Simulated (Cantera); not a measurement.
A closed system holds: 1 mol H2S, 0.0043 mol SO2, 0.23 mol N2, held at 16.0 mbar.

Method: chemical equilibrium by Gibbs-energy minimisation in Cantera with the NASA 1993 tables (ideal gas, pure condensed phases). Candidate condensed phases: H2O, H2SO4, S; 35 gas species. Kinetics and transport are ignored.

x: gas mole fraction; nothing condenses.

```tsv
T (°C)	x H	x H2	x S	x S2	x N2	x SH
2275	0.152	0.385	0.159	0.141	0.112	0.0432
2375	…	…	…	…	0.105	…
2475	0.278	0.268	0.243	0.0738	0.0980	0.0335
2575	0.348	0.208	0.274	0.0477	0.0913	0.0265
2675	0.416	0.153	0.293	0.0292	0.0855	0.0198
2775	0.474	0.108	0.303	0.0174	0.0809	0.0141
2875	0.519	…	0.307	…	0.0776	…
2975	0.552	0.0479	0.309	0.00623	0.0752	0.00670
```

Task: Some entries are withheld; supply them.

Result: 
- 2375, x H: 0.211
- 2375, x H2: 0.329
- 2375, x S: 0.203
- 2375, x S2: 0.106
- 2375, x SH: 0.0394
- 2875, x H2: 0.0727
- 2875, x S2: 0.0103
- 2875, x SH: 0.00977
